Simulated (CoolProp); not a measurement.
A closed Brayton cycle with dry air: compressor inlet 316.15 K and 7.3 MPa, high pressure 18.6 MPa, turbine inlet 655 K, compressor efficiency 0.85, turbine efficiency 0.9, recuperator effectiveness 0.95 (on enthalpy, no pinch check). Each further row changes one setting.

Values from CoolProp's reference Helmholtz-energy equation of state, Lemmon 2000. It is a pseudo-pure fit of the blend.

```
case                           thermal efficiency (%)  net work (kJ/kg)  compressor to turbine work  compressor exit (K)  turbine exit (K)
-----------------------------  ----------------------  ----------------  --------------------------  -------------------  ----------------
as stated                                         [?]              27.9                        0.81                431.3             520.5
turbine inlet 605 K                              11.5               [?]                         [?]                431.3             479.4
compressor inlet 326.15 K                        15.3              23.8                        0.84                444.8             520.5
high pressure 15.8 MPa                           20.8               [?]                        0.77                409.0             541.9
recuperator effectiveness 0.5                    14.0              27.9                        0.81                431.3             520.5
```

Question: Some entries are withheld; supply them.

Answer: 
- as stated, thermal efficiency (%): 17.8
- turbine inlet 605 K, net work (kJ/kg): 16.5
- turbine inlet 605 K, compressor to turbine work: 0.88
- high pressure 15.8 MPa, net work (kJ/kg): 28.2
